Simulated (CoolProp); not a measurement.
Vapour-liquid equilibrium of ethylbenzene (1) + n-nonane (2) at 5.55 bar; x and y are mole fractions of (1).

Values from CoolProp's multi-fluid Helmholtz-energy mixture model, Zhou 2012 and Lemmon 2006; pair parameters Bell 2016.

Question: Give the bubble temperature and the first vapour's composition at x = 0.275, 0.725, 0.8. Is there an azeotrope?

Answer: x = 0.275: 496.0 K, y = 0.335; x = 0.725: 488.9 K, y = 0.761; x = 0.8: 488.1 K, y = 0.825. No azeotrope shows between x = 0.05 and 0.95.

The pair parameters rest on a limited set of measurements; away from them the model extrapolates.
